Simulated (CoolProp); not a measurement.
Vapour-liquid equilibrium of R114 (1) + n-pentane (2) at 0.227 MPa; x and y are mole fractions of (1).

Values from CoolProp's multi-fluid Helmholtz-energy mixture model, Platzer 1990 and Thol 2019; pair parameters Bell 2016. This equation is an older, rougher fit; its heat capacities, sound speeds and derivatives of the liquid may be far off and weren't checked against measurements.

Q: Give the bubble temperature and the first vapour's composition at x = 0.05, 0.35, 0.8. Is there an azeotrope?

A: x = 0.05: 57.1 °C, y = 0.165; x = 0.35: 39.8 °C, y = 0.634; x = 0.8: 29.6 °C, y = 0.890. No azeotrope shows between x = 0.05 and 0.95.

Pair parameters are fitted to limited data, so mixtures are less certain than the pure fluids.
